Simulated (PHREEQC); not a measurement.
Make-up at 25 °C: 0.024 mol HF, 0.021 mol NH4HF2 and 0.0011 mol (NH4)2SiF6 per kg of water. Closed to the air; pH follows from the charge balance.

Equilibrium calculation in PHREEQC: ion-association model, wateq4f.dat.

```tsv
quantity	before	after
pH	2.87	2.90
ionic strength (mol/kgw)	0.0259	0.0135
HF (mol/kgw)	0.0345	0.0185
F- (mol/kgw)	0.0199	0.0111
H2F2 (mol/kgw)	0.00313	0.000897
HF2- (mol/kgw)	0.00265	0.000791
```

Question: What was changed between the two runs?
(A) temperature from 25 to 65 °C
(B) diluted 2-fold with water
(C) 0.00026 mol/kgw K3PO4 added
(D) NH4HF2 from 0.021 to 0.0315 mol/kgw
(E) temperature from 25 to 80 °C

Answer: B, diluted 2-fold with water

No solid was allowed to form. wateq4f.dat counts part of the HF as a dimer, H2F2, which phreeqc.dat doesn't know; its constant is uncertain. SiF6-2 is the database's only silicon fluoride.
